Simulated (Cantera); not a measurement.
Input: 1 mol Ta₂O₅, 0.67 mol C, 1.4 mol CO, equilibrated at 0.420 bar.

Equilibrium computed with Cantera from the NASA thermochemical tables; the gas is ideal and each condensed phase is pure. Candidate condensed phases: C, Ta, TaC, Ta₂O₅; 15 gas species. Mutual solubility and eutectic melting of coexisting phases are not modelled. TaC: taken at fixed stoichiometry. Condensed phases not in the tables: Ta₂C. Rates play no part.

### Question
At 2425 K, list the 4 most abundant gas species with their mole fractions, and the condensed phases.

### Answer
CO 0.998, CO₂ 0.00134, TaO₂ 0.000606, TaO 0.000119. Condensed: TaC(s) + Ta₂O₅(l).
